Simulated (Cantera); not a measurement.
Cantera run, input and output.

```python
import numpy as np
import cantera as ct

gas = ct.Solution("gri30.yaml")


def delay(T, t_max=10):
    gas.TPX = T, 1000000, {'CH4': 1, 'O2': 1, 'N2': 3.76}
    reactor = ct.IdealGasConstPressureReactor(gas, clone=False)
    net = ct.ReactorNet([reactor])
    net.rtol, net.atol = 1e-8, 1e-16
    while net.time < t_max:
        t_old, T_old = net.time, reactor.T
        net.step()
        if reactor.T > T + 400:  # ignition: a rise of 400 K
            return t_old + (T + 400 - T_old) / (reactor.T - T_old) * (net.time - t_old)
    return np.nan


taus = []
for T in [1025, 1125, 1225, 1325, 1425, 1525, 1625]:
    taus.append(delay(T))
    print(f"T0 = {T:6g} K   tau = {taus[-1]:.4e} s")
```

Result:

```
T0 =   1025 K   tau = 7.5998e-02 s
T0 =   1125 K   tau = 1.8069e-02 s
T0 =   1225 K   tau = 5.0824e-03 s
T0 =   1325 K   tau = 1.6020e-03 s
T0 =   1425 K   tau = 5.5139e-04 s
T0 =   1525 K   tau = 2.0326e-04 s
T0 =   1625 K   tau = 7.9979e-05 s
```

Model: GRI-Mech 3.0 (53 species, 325 reactions), integrated in Cantera.
